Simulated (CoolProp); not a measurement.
Properties of nitrous oxide at several states (Tc = 309.5 K, pc = 7.245 MPa, ω = 0.161).

Computed with CoolProp (reference Helmholtz-energy equation of state, Lemmon 2006). It is a short technical equation, of lower accuracy than the large ones.

| T (K) | p (MPa) | phase | speed of sound (m/s) | fugacity coefficient |
|---|---|---|---|---|
| 356.2 | 0.51 | gas | … | 0.9846 |
| 334.8 | 4.01 | gas | … | … |
| 420.3 | 23.5 | supercritical | … | … |
| 212.9 | 0.0735 | gas | 228.9 | 0.9887 |
| 337.8 | 0.336 | gas | … | 0.9879 |

Question: What belongs in the gaps?

Answer: 
- 356.2, speed of sound (m/s): 287.9
- 334.8, speed of sound (m/s): 256.6
- 334.8, fugacity coefficient: 0.8559
- 420.3, speed of sound (m/s): 332.5
- 420.3, fugacity coefficient: 0.6876
- 337.8, speed of sound (m/s): 281.6
